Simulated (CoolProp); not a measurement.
Properties of ethylbenzene along the isobar 1.22 MPa.

Computed with CoolProp (reference Helmholtz-energy equation of state, Zhou 2012).

| T (K) | phase | Z | speed of sound (m/s) | isothermal compressibility (1/MPa) | expansivity (1/kK) |
|---|---|---|---|---|---|
| 260.5 | liquid | 0.06675 | 1486 | 0.0006710 | 0.9647 |
| 287.5 | liquid | 0.06209 | 1369 | 0.0008005 | 0.9916 |
| 314.4 | liquid | 0.05835 | 1257 | 0.0009643 | 1.030 |
| 341.4 | liquid | 0.05528 | 1147 | 0.001177 | 1.082 |
| 368.3 | liquid | 0.05280 | 1042 | 0.001455 | 1.148 |
| 395.3 | liquid | 0.05080 | 940.1 | 0.001831 | 1.234 |
| 422.2 | liquid | 0.04924 | 841.9 | 0.002350 | 1.346 |
| 449.2 | liquid | 0.04809 | 746.1 | 0.003099 | 1.496 |
| 476.1 | liquid | 0.04736 | 652.1 | 0.004238 | 1.704 |
| 503 | liquid | 0.04711 | 557.6 | 0.006128 | 2.017 |
